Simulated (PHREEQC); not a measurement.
Make-up at 20 °C: 0.46 mol KBr, 0.0063 mol Ba(OH)2 and 7.1e-05 mol Pb(BF4)2 per kg of water. Closed to the air; pH follows from the charge balance.

Computed with PHREEQC (ion-association model, wateq4f.dat).

The ionic strength comes out as 0.479 mol/kgw. What activity coefficients do Br-, K+, Pb(OH)3-, OH-, F- get?

Br- 0.73, K+ 0.65, Pb(OH)3- 0.73, OH- 0.64, F- 0.64.

Precipitation was switched off in this run. The solution is supersaturated, for example in Pb(OH)2, so a real one may precipitate; this is no full list. Complexes and solids missing from the database can't appear. Real BF4- forms and hydrolyses slowly; the run takes it at equilibrium.
